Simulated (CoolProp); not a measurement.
Values from CoolProp's reference Helmholtz-energy equation of state, Gao 2022.

Task: For n-perfluoropentane, give the phase and the Z, cv (kJ/(kg K)), speed of sound (m/s), Joule-Thomson coefficient (K/MPa) at 286.4 K and 2.73 MPa.

Result: 
- 286.4 K and 2.73 MPa: liquid; Z 0.199, cv 0.809, speed of sound 523, Joule-Thomson coefficient -0.281
